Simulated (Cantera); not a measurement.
Charge: 1 mol Si, 0.74 mol NF₃, 1.5 mol N₂, at 802 °C and 0.353 Torr.

Equilibrium computed with Cantera from the NASA thermochemical tables; the gas is ideal and each condensed phase is pure. Candidate condensed phases: Si, Si₃N₄; 16 gas species. The tables' values for SiF₃ are old estimates; treat these amounts as uncertain. Rates play no part.

Base state: N₂ 0.739, SiF₄ 0.260, SiF₃ 0.000446 (mole fractions); condensed: Si₃N₄(s).

Q: What changes in the equilibrium state with this change: 0.078 mol NH₃ added?

A: 
```
species          before     after
-------------  --------  --------
N₂                0.739     0.706
SiF₄              0.260     0.242
H₂                    0    0.0508
HF                    0  0.000665
SiHF₃                 0  0.000125
SiF₃           0.000446  0.000426
Si₃N₄(s), mol     0.148     0.148
```
